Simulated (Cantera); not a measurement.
Cantera run:

```python
import numpy as np
import cantera as ct

gas_names = """
    AL ALCL ALCL2 ALCL3 ALH AL2 AL2CL6 CL CL2 H HCL H2
""".split()
cond_names = """
    AL(cr) AL(L) ALCL3(s) ALCL3(L)
""".split()


# ... load() reads the species with a 1 bar reference pressure and builds the phases ...
atoms = {
    'Al': {'AL': 1},
    'HCl': {'H': 1, 'CL': 1},
    'H2': {'H': 2},
}
top_T = {}  # K; cautious upper limits of use, not melting points


# ... equilibrate(T, P, feed) seeds the gas with the atoms and calls Mixture.equilibrate('TP', solver="vcs", rtol=1e-11, max_steps=5000) ...
results = []
feed = {'Al': 1, 'HCl': 3.5, 'H2': 8.9}  # mol
T = 1748.15  # K
for P in [10, 63, 400, 2500, 16000, 100000]:
    mix = equilibrate(T, P, feed)
    results.append((T, P, feed, dict(zip(mix.species_names, mix.species_moles))))

top = {s: max(r[3][s] / sum(r[3][g] for g in gas_names) for r in results) for s in gas_names}
cols = sorted((s for s in top if top[s] > 0.0001), key=lambda s: -top[s])[:5]
seen = [c for c in cond_names if any(r[3].get(c, 0) > 1e-12 for r in results)]
print("log10 of partial pressures in bar; condensed amounts in mol")
print(f"{'P/Pa':>10s}" + "".join(f"{s[:9]:>10s}" for s in cols + seen))
for T, P, feed, n in results:
    ng = sum(n[g] for g in gas_names)
    print(f"{P:10.4g}" + "".join(f"{np.log10(max(n[s] / ng * P / 1e5, 1e-99)):10.3f}" for s in cols)
          + "".join(f"{n.get(c, 0):10.4g}" for c in seen))
```

It prints:

```
log10 of partial pressures in bar; condensed amounts in mol
      P/Pa        H2       HCL      ALCL     ALCL3         H
        10    -4.146    -4.732    -5.129    -7.656    -5.714
        63    -3.338    -3.935    -4.349    -6.090    -5.310
       400    -2.525    -3.161    -3.607    -4.613    -4.903
      2500    -1.713    -2.440    -2.949    -3.325    -4.497
   1.6e+04    -0.888    -1.756    -2.380    -2.214    -4.085
     1e+05    -0.077    -1.100    -1.916    -1.249    -3.679
```

Equilibrium computed with Cantera from the NASA thermochemical tables; the gas is ideal and each condensed phase is pure. The tables' values for AlCl2 are old estimates; treat these amounts as uncertain.
